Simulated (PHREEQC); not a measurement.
Model water analysis in mg/L, 25 °C, pH 6.31, pe 12.9: Na 81.4; K 2.89; Ca 26.4; Mg 33.9; Cl 112; S(6) as SO4 55.8; Alkalinity as HCO3 218; Zn 1.94; Pb 0.499.

Valence states are taken as typed.

All values are PHREEQC results (ion-association model, phreeqc.dat), not measurements.

### Question
The ionic strength comes out as 0.0100 mol/kgw. What activity coefficients do K+, Zn+2, ZnHCO3+, Mg+2, NaSO4- get?

### Answer
K+ 0.90, Zn+2 0.67, ZnHCO3+ 0.90, Mg+2 0.67, NaSO4- 0.91.

No solid was allowed to form. The database's zinc carbonate complexes are estimates, stronger than later reviews accept.
